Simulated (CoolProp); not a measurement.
A single-stage vapour-compression cycle with c-C4F8 (RC318): evaporating at 276.15 K (dew point), condensing at 308.15 K (bubble point), superheat 0 K, subcooling 5 K, compressor efficiency 0.75, no pressure losses. Each further row changes one setting.

Computed with CoolProp (reference Helmholtz-energy equation of state, Platzer 1990). This equation is an older, rougher fit; its heat capacities, sound speeds and derivatives of the liquid may be far off and weren't checked against measurements.

```json
[
 {"case": "as stated", "cooling COP": "5.52", "pressure ratio": "2.94", "discharge temperature (K)": "308.1", "refrigerating effect (kJ/kg)": "83.8", "volumetric capacity (kJ/m³)": "1120"},
 {"case": "evaporating temperature 281.15 K", "cooling COP": "6.89", "pressure ratio": "2.43", "discharge temperature (K)": "308.1", "refrigerating effect (kJ/kg)": "…", "volumetric capacity (kJ/m³)": "1390"},
 {"case": "condensing temperature 303.15 K", "cooling COP": "…", "pressure ratio": "2.52", "discharge temperature (K)": "303.1", "refrigerating effect (kJ/kg)": "89.4", "volumetric capacity (kJ/m³)": "1200"},
 {"case": "subcooling 10 K", "cooling COP": "5.89", "pressure ratio": "2.94", "discharge temperature (K)": "308.1", "refrigerating effect (kJ/kg)": "89.4", "volumetric capacity (kJ/m³)": "1200"},
 {"case": "superheat 10 K", "cooling COP": "…", "pressure ratio": "2.94", "discharge temperature (K)": "311.1", "refrigerating effect (kJ/kg)": "91.6", "volumetric capacity (kJ/m³)": "…"},
 {"case": "compressor efficiency 0.65", "cooling COP": "4.78", "pressure ratio": "2.94", "discharge temperature (K)": "308.1", "refrigerating effect (kJ/kg)": "83.8", "volumetric capacity (kJ/m³)": "1120"}
]
```

### Question
Fill in the missing entries.

### Answer

- evaporating temperature 281.15 K, refrigerating effect (kJ/kg): 87.2
- condensing temperature 303.15 K, cooling COP: 6.81
- superheat 10 K, cooling COP: 5.66
- superheat 10 K, volumetric capacity (kJ/m³): 1170

The compression ends wet for: as stated; evaporating temperature 281.15 K; condensing temperature 303.15 K; subcooling 10 K; compressor efficiency 0.65.
